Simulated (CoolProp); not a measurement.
A Linde-Hampson liquefier for methane: isothermal reversible compression at 200 K from 1 atm to 30 MPa, throttling to 1 atm, return gas leaving the recuperator 10 K below the feed. Each further row changes one setting.

Model: reference Helmholtz-energy equation of state, Setzmann 1991, in CoolProp.

| case | liquid yield per pass | compression work (kJ/kg of gas) |
|---|---|---|
| as stated | … | 458 |
| high pressure 60 MPa | … | … |
| warm-end temperature 230 K | … | … |
| warm-end gap 15 K | 0.486 | 458 |

Problem. Fill in the missing entries.

Solution. 
- as stated, liquid yield per pass: 0.494
- high pressure 60 MPa, liquid yield per pass: 0.446
- high pressure 60 MPa, compression work (kJ/kg of gas): 541
- warm-end temperature 230 K, liquid yield per pass: 0.394
- warm-end temperature 230 K, compression work (kJ/kg of gas): 577
